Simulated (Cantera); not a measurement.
Input (Python, Cantera) and output of one run.

```python
import numpy as np
import cantera as ct

gas_names = """
    CL CL2 H HCL H2 N NH NH2 NH3 N2 N2H2 N2H4 Si SiCL SiCL2 SiCL3 SiCL4 SiH SiHCL3 SiH2 SiH2CL2 SiH3
    SiH3CL SiH4 SiN Si2 Si2N Si3
""".split()
cond_names = """
    NH4CL(a) NH4CL(b) Si(cr) Si(L) Si3N4(a)
""".split()


# ... load() reads the species with a 1 bar reference pressure and builds the phases ...
atoms = {
    'SiCl4': {'Si': 1, 'CL': 4},
    'NH3': {'N': 1, 'H': 3},
    'N2': {'N': 2},
}
top_T = {'Si3N4(a)': 2400}  # K; cautious upper limits of use, not melting points


# ... equilibrate(T, P, feed) seeds the gas with the atoms and calls Mixture.equilibrate('TP', solver="vcs", rtol=1e-11, max_steps=5000) ...
results = []
P = 6000  # Pa
for T in [1098, 1148, 1198, 1248, 1298, 1348, 1398, 1448, 1498, 1548, 1598, 1648, 1698]:
    for m in [0.47, 0.69, 1, 1.5, 2.2, 3.2, 4.6, 6.8, 9.9, 15]:
        feed = {'SiCl4': 1, 'NH3': m, 'N2': 92}  # mol
        mix = equilibrate(T, P, feed)
        results.append((T, P, feed, dict(zip(mix.species_names, mix.species_moles))))

for T, P, feed, n in results:
    print(f"{T:7g} {feed['NH3']:10.4g}  " + (" + ".join(c for c in cond_names if n.get(c, 0) > 1e-12) or "gas only"))
```

Result:

```
   1098       0.47  Si3N4(a)
   1098       0.69  Si3N4(a)
   1098          1  Si3N4(a)
   1098        1.5  Si3N4(a)
   1098        2.2  Si3N4(a)
   1098        3.2  Si3N4(a)
   1098        4.6  Si3N4(a)
   1098        6.8  Si3N4(a)
   1098        9.9  Si3N4(a)
   1098         15  Si3N4(a)
   1148       0.47  Si3N4(a)
   1148       0.69  Si3N4(a)
   1148          1  Si3N4(a)
   1148        1.5  Si3N4(a)
   1148        2.2  Si3N4(a)
   1148        3.2  Si3N4(a)
   1148        4.6  Si3N4(a)
   1148        6.8  Si3N4(a)
   1148        9.9  Si3N4(a)
   1148         15  Si3N4(a)
   1198       0.47  Si3N4(a)
   1198       0.69  Si3N4(a)
   1198          1  Si3N4(a)
   1198        1.5  Si3N4(a)
   1198        2.2  Si3N4(a)
   1198        3.2  Si3N4(a)
   1198        4.6  Si3N4(a)
   1198        6.8  Si3N4(a)
   1198        9.9  Si3N4(a)
   1198         15  Si3N4(a)
   1248       0.47  Si3N4(a)
   1248       0.69  Si3N4(a)
   1248          1  Si3N4(a)
   1248        1.5  Si3N4(a)
   1248        2.2  Si3N4(a)
   1248        3.2  Si3N4(a)
   1248        4.6  Si3N4(a)
   1248        6.8  Si3N4(a)
   1248        9.9  Si3N4(a)
   1248         15  Si3N4(a)
   1298       0.47  Si3N4(a)
   1298       0.69  Si3N4(a)
   1298          1  Si3N4(a)
   1298        1.5  Si3N4(a)
   1298        2.2  Si3N4(a)
   1298        3.2  Si3N4(a)
   1298        4.6  Si3N4(a)
   1298        6.8  Si3N4(a)
   1298        9.9  Si3N4(a)
   1298         15  Si3N4(a)
   1348       0.47  Si3N4(a)
   1348       0.69  Si3N4(a)
   1348          1  Si3N4(a)
   1348        1.5  Si3N4(a)
   1348        2.2  Si3N4(a)
   1348        3.2  Si3N4(a)
   1348        4.6  Si3N4(a)
   1348        6.8  Si3N4(a)
   1348        9.9  Si3N4(a)
   1348         15  Si3N4(a)
   1398       0.47  Si3N4(a)
   1398       0.69  Si3N4(a)
   1398          1  Si3N4(a)
   1398        1.5  Si3N4(a)
   1398        2.2  Si3N4(a)
   1398        3.2  Si3N4(a)
   1398        4.6  Si3N4(a)
   1398        6.8  Si3N4(a)
   1398        9.9  Si3N4(a)
   1398         15  Si3N4(a)
   1448       0.47  Si3N4(a)
   1448       0.69  Si3N4(a)
   1448          1  Si3N4(a)
   1448        1.5  Si3N4(a)
   1448        2.2  Si3N4(a)
   1448        3.2  Si3N4(a)
   1448        4.6  Si3N4(a)
   1448        6.8  Si3N4(a)
   1448        9.9  Si3N4(a)
   1448         15  Si3N4(a)
   1498       0.47  gas only
   1498       0.69  Si3N4(a)
   1498          1  Si3N4(a)
   1498        1.5  Si3N4(a)
   1498        2.2  Si3N4(a)
   1498        3.2  Si3N4(a)
   1498        4.6  Si3N4(a)
   1498        6.8  Si3N4(a)
   1498        9.9  Si3N4(a)
   1498         15  Si3N4(a)
   1548       0.47  gas only
   1548       0.69  gas only
   1548          1  Si3N4(a)
   1548        1.5  Si3N4(a)
   1548        2.2  Si3N4(a)
   1548        3.2  Si3N4(a)
   1548        4.6  Si3N4(a)
   1548        6.8  Si3N4(a)
   1548        9.9  Si3N4(a)
   1548         15  Si3N4(a)
   1598       0.47  gas only
   1598       0.69  gas only
   1598          1  Si3N4(a)
   1598        1.5  Si3N4(a)
   1598        2.2  Si3N4(a)
   1598        3.2  Si3N4(a)
   1598        4.6  Si3N4(a)
   1598        6.8  Si3N4(a)
   1598        9.9  Si3N4(a)
   1598         15  Si3N4(a)
   1648       0.47  gas only
   1648       0.69  gas only
   1648          1  gas only
   1648        1.5  Si3N4(a)
   1648        2.2  Si3N4(a)
   1648        3.2  Si3N4(a)
   1648        4.6  Si3N4(a)
   1648        6.8  Si3N4(a)
   1648        9.9  Si3N4(a)
   1648         15  Si3N4(a)
   1698       0.47  gas only
   1698       0.69  gas only
   1698          1  gas only
   1698        1.5  Si3N4(a)
   1698        2.2  Si3N4(a)
   1698        3.2  Si3N4(a)
   1698        4.6  Si3N4(a)
   1698        6.8  Si3N4(a)
   1698        9.9  Si3N4(a)
   1698         15  Si3N4(a)
```

Equilibrium computed with Cantera from the NASA thermochemical tables; the gas is ideal and each condensed phase is pure. The tables' values for SiCl3 are old estimates.
